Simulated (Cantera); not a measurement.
What does this Cantera script print?

```python
import numpy as np
import cantera as ct

gas = ct.Solution("gri30.yaml")


def delay(T, t_max=10):
    gas.TPX = T, 310000, {'C3H8': 1, 'O2': 7.69, 'N2': 28.9, 'CO2': 0.13}
    reactor = ct.IdealGasReactor(gas, clone=False)
    net = ct.ReactorNet([reactor])
    net.rtol, net.atol = 1e-8, 1e-16
    while net.time < t_max:
        t_old, T_old = net.time, reactor.T
        net.step()
        if reactor.T > T + 400:  # ignition: a rise of 400 K
            return t_old + (T + 400 - T_old) / (reactor.T - T_old) * (net.time - t_old)
    return np.nan


taus = []
for T in [1048, 1098, 1148, 1198, 1248, 1298, 1348, 1398]:
    taus.append(delay(T))
    print(f"T0 = {T:6g} K   tau = {taus[-1]:.4e} s")
```

Result:

```
T0 =   1048 K   tau = 7.4481e-02 s
T0 =   1098 K   tau = 2.5921e-02 s
T0 =   1148 K   tau = 9.1236e-03 s
T0 =   1198 K   tau = 3.3188e-03 s
T0 =   1248 K   tau = 1.2761e-03 s
T0 =   1298 K   tau = 5.2770e-04 s
T0 =   1348 K   tau = 2.3701e-04 s
T0 =   1398 K   tau = 1.1600e-04 s
```

Detailed kinetics in Cantera: GRI-Mech 3.0 (53 species, 325 reactions). GRI-Mech 3.0 was tuned for natural gas; its chemistry of propane as a main component is partial and can be far from experiment.
